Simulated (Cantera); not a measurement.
**Hydrocarbon pyrolysis for carbon deposition**

An isothermal, constant-pressure homogeneous reactor starts with 16.1 % C₂H₆, 83.9 % N₂, at 2000 K and 0.120 Torr.

Model: GRI-Mech 3.0 (53 species, 325 reactions), integrated in Cantera. GRI-Mech 3.0 stops at C3 and has no aromatics, soot or wall deposition, so with more carbon than oxygen in the feed, carbon stays in small species such as C2H2 where larger ones or solid carbon would form. Radical loss at walls, strong at low pressure, is not modelled.

| t (s) | x C₂H₆ | x CH₂ | x HCN | x CH₃ | x C₂H₂ | x CH₄ |
|---|---|---|---|---|---|---|
| 1.00e-5 | 0.161 | 2.46e-10 | <1e-12 | 0.000943 | <1e-12 | 1.81e-7 |
| 6.47e-5 | 0.158 | 6.77e-8 | <1e-12 | 0.00602 | 1.96e-11 | 7.46e-6 |
| 0.000419 | 0.140 | 1.72e-5 | 4.81e-11 | 0.0354 | 2.56e-8 | 0.000291 |
| 0.00271 | 0.0560 | 0.000559 | 1.29e-6 | 0.117 | 0.000327 | 0.00727 |
| 0.0176 | 7.46e-5 | 0.000391 | 3.28e-5 | 0.0406 | 0.0610 | 0.0332 |
| 0.114 | 5.12e-6 | 6.45e-5 | 5.11e-5 | 0.00692 | 0.107 | 0.0255 |
| 0.737 | 7.49e-7 | 1.83e-5 | 6.11e-5 | 0.00225 | 0.115 | 0.0140 |
| 4.77 | 4.80e-8 | 8.41e-6 | 8.69e-5 | 0.000621 | 0.120 | 0.00276 |
| 30.9 | 2.09e-11 | 9.70e-7 | 0.000204 | 2.16e-5 | 0.121 | 3.13e-5 |
| 200 | <1e-12 | 4.16e-8 | 0.000251 | 2.37e-7 | 0.120 | 8.86e-8 |
x: mole fraction; the columns are a selection and need not sum to one.

Equilibrium at this temperature and pressure: C₂H₆ <1e-12, CH₂ 1.13e-7, HCN 0.122, CH₃ 3.07e-7, C₂H₂ 0.0568, CH₄ 5.49e-8 (gas phase only).
